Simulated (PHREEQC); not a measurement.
A made-up water analysis in mg/L, 25 °C, pH 3.38, pe 12.4:

```tsv
constituent	mg/L
Na	207
K	87
Ca	413
Mg	143
Cl	331
S(6) as SO4	1740
Ni	5.33
Cu(2)	23.6
B	4.04
```

Cl is adjusted to close the charge balance.
Valence states are taken as typed.

All values are PHREEQC results (ion-association model, wateq4f.dat), not measurements.

| Quantity | Result |
|---|---|
| ionic strength | 0.0565 mol/kgw |
| total alkalinity | -0.766 meq/kg |

```tsv
species	molality	activity	log γ
SO4-2	0.0119	0.00531	-0.351
Cl-	0.00909	0.00731	-0.094
Na+	0.00880	0.00718	-0.088
Ca+2	0.00698	0.00319	-0.339
Mg+2	0.00374	0.00176	-0.328
CaSO4	0.00334	0.00339	0.006
MgSO4	0.00216	0.00219	0.006
K+	0.00215	0.00173	-0.094
H+	0.000491	0.000417	-0.071
H3BO3	0.000375	0.000380	0.006
HSO4-	0.000265	0.000215	-0.090
Cu+2	0.000246	0.000115	-0.330
NaSO4-	0.000233	0.000191	-0.085
CuSO4	0.000123	0.000125	0.006
KSO4-	7.87e-5	6.47e-5	-0.085
Ni+2	6.24e-5	2.74e-5	-0.357
```

No solid was allowed to form. Species that the database lacks are ignored.
